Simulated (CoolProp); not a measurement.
Vapour-liquid equilibrium of R134a (1) + R123 (2) at 0.209 MPa; x and y are mole fractions of (1).

The numbers come from the multi-fluid Helmholtz-energy mixture model, Tillner-Roth 1994 and Younglove 1994; pair parameters Bell 2016 in CoolProp.

```json
[
 {"x": "0.05", "bubble temperature (°C)": "40.4", "y at the bubble point": "0.273", "dew temperature at overall composition x (°C)": "47.9", "liquid density (mol/L)": "9.398"},
 {"x": "0.2", "bubble temperature (°C)": "21.6", "y at the bubble point": "0.671", "dew temperature at overall composition x (°C)": "43.0", "liquid density (mol/L)": "10.03"},
 {"x": "0.35", "bubble temperature (°C)": "10.7", "y at the bubble point": "0.819", "dew temperature at overall composition x (°C)": "37.5", "liquid density (mol/L)": "10.58"},
 {"x": "0.5", "bubble temperature (°C)": "3.9", "y at the bubble point": "0.889", "dew temperature at overall composition x (°C)": "30.9", "liquid density (mol/L)": "11.09"},
 {"x": "0.65", "bubble temperature (°C)": "-0.8", "y at the bubble point": "0.930", "dew temperature at overall composition x (°C)": "22.9", "liquid density (mol/L)": "11.61"},
 {"x": "0.8", "bubble temperature (°C)": "-4.5", "y at the bubble point": "0.961", "dew temperature at overall composition x (°C)": "12.4", "liquid density (mol/L)": "12.15"},
 {"x": "0.95", "bubble temperature (°C)": "-7.9", "y at the bubble point": "0.990", "dew temperature at overall composition x (°C)": "-3.2", "liquid density (mol/L)": "12.76"}
]
```

No azeotrope shows between x = 0.05 and 0.95.

The pair parameters rest on a limited set of measurements; away from them the model extrapolates.
